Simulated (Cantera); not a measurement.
Charge: 1 mol B₂H₆, a varied amount of H₂O, equilibrated at 1475 °C and 1.00 bar.

These are equilibrium values from Cantera (NASA tables, ideal gas, pure condensed phases), not measurements of a reactor. Candidate condensed phases: B, B₂O₃, B₃O₃H₃, H₂O; 23 gas species. The feed counts by its element totals alone. Mutual solubility and eutectic melting of coexisting phases are not modelled. Gases not in the tables: B₂H₆ and higher boranes. Equilibrium is a limit: real reactors are often held back by kinetics, nucleation or transport.

Which condensed phases are stable at each of these points (n(H₂O) (mol)): 0.54, 1.3, 2, 2.7, 3.5, 4.2, 5, 5.7, 6.4?


```tsv
n(H₂O) (mol)	condensed phases	B condensed (%)
0.54	B(s) + B₂O₃(l)	87.7
1.3	B(s) + B₂O₃(l)	85.1
2	B(s) + B₂O₃(l)	82.7
2.7	B(s) + B₂O₃(l)	80.2
3.5	B₂O₃(l)	86.1
4.2	B₂O₃(l)	77.2
5	B₂O₃(l)	68.7
5.7	B₂O₃(l)	61.8
6.4	B₂O₃(l)	55.3
```

From 0.54 mol H₂O to 2.7 mol H₂O the condensed part is B(s) + B₂O₃(l). From 3.5 mol H₂O to 6.4 mol H₂O the condensed part is B₂O₃(l).
